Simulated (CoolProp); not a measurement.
Octamethylcyclotetrasiloxane (D4) along the isotherm 346.85 °C: Z from the reference equation and from simpler models built on Tc = 313.4 °C, pc = 1.347 MPa, ω = 0.598; each cubic takes its own stable root.

Model: reference Helmholtz-energy equation of state, Thol 2015, in CoolProp.

| p (MPa) | phase | reference | van der Waals | Redlich-Kwong | Soave-Redlich-Kwong | Peng-Robinson |
|---|---|---|---|---|---|---|
| 0.0213 | gas | 0.9955 | 0.9959 | 0.9954 | 0.9957 | 0.9951 |
| 0.0332 | gas | 0.9930 | 0.9936 | 0.9928 | 0.9933 | 0.9924 |
| 0.0516 | gas | 0.9891 | 0.9900 | 0.9888 | 0.9895 | 0.9881 |
| 0.0804 | gas | 0.9829 | 0.9843 | 0.9825 | 0.9836 | 0.9815 |
| 0.125 | gas | 0.9732 | 0.9755 | 0.9727 | 0.9744 | 0.9711 |
| 0.195 | gas | 0.9579 | 0.9613 | 0.9570 | 0.9598 | 0.9546 |
| 0.304 | gas | 0.9333 | 0.9385 | 0.9319 | 0.9365 | 0.9286 |
| 0.473 | gas | 0.8937 | 0.9012 | 0.8914 | 0.8992 | 0.8870 |
| 0.736 | gas | 0.8278 | 0.8373 | 0.8234 | 0.8374 | 0.8191 |
| 1.15 | gas | 0.7105 | 0.7129 | 0.6978 | 0.7277 | 0.7015 |
| 1.78 | supercritical | 0.4806 | 0.3889 | 0.4113 | 0.5177 | 0.4875 |
| 2.78 | supercritical | 0.3623 | 0.4512 | 0.3913 | 0.4298 | 0.3941 |
| 4.33 | supercritical | 0.4766 | 0.6215 | 0.5137 | 0.5389 | 0.4889 |
| 6.74 | supercritical | 0.6733 | 0.8844 | 0.7088 | 0.7297 | 0.6592 |
